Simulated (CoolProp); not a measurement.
Vapour-liquid equilibrium of R134a (1) + R123 (2) at 9.75 kPa; x and y are mole fractions of (1).

The numbers come from the multi-fluid Helmholtz-energy mixture model, Tillner-Roth 1994 and Younglove 1994; pair parameters Bell 2016 in CoolProp.

Question: Give the bubble temperature and the first vapour's composition at x = 0.425, 0.875, 0.95. Is there an azeotrope?

Answer: x = 0.425: 214.1 K, y = 0.944; x = 0.875: 207.4 K, y = 0.988; x = 0.95: 206.6 K, y = 0.995. No azeotrope shows between x = 0.05 and 0.95.

The pair parameters rest on a limited set of measurements; away from them the model extrapolates.
